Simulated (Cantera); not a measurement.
# Stirred combustor or abatement burner

A perfectly stirred reactor is fed with CH4 : C2H6 : O2 : N2 : H2O : CO2 = 1 : 0.06 : 4.33 : 16.3 : 2.4 : 0.58 (molar parts), equivalence ratio 0.51, at 4.93 atm; it is adiabatic with a 523 K inlet, and is followed from long to short residence time, starting on the burning branch (τ in s: 0.031, 0.012, 0.0045, 0.0017, 0.00064, 0.00024, 9.2e-05, 3.5e-05, 1.3e-05).

Cantera simulation using GRI-Mech 3.0 (53 species, 325 reactions); the numbers are that mechanism's predictions, not measurements.

```csv
τ (s),T (K),x CH4,x C2H6,x O2,x CO2,x HCN,x C2H2
0.031,1516,5.61e-5,8.54e-7,0.0862,0.0682,1.01e-9,1.68e-6
0.012,1508,0.000128,2.15e-6,0.0867,0.0673,1.67e-9,2.86e-6
0.0045,1482,0.000377,7.46e-6,0.0886,0.0644,2.11e-9,4.79e-6
0.0017,523,0.0405,0.00243,0.176,0.0235,<1e-12,<1e-12
0.00064,523,0.0405,0.00243,0.176,0.0235,<1e-12,<1e-12
0.00024,523,0.0405,0.00243,0.176,0.0235,<1e-12,<1e-12
9.2e-5,523,0.0405,0.00243,0.176,0.0235,<1e-12,<1e-12
3.5e-5,523,0.0405,0.00243,0.176,0.0235,<1e-12,<1e-12
1.3e-5,523,0.0405,0.00243,0.176,0.0235,<1e-12,<1e-12
```
x: mole fraction; the columns are a selection and need not sum to one.
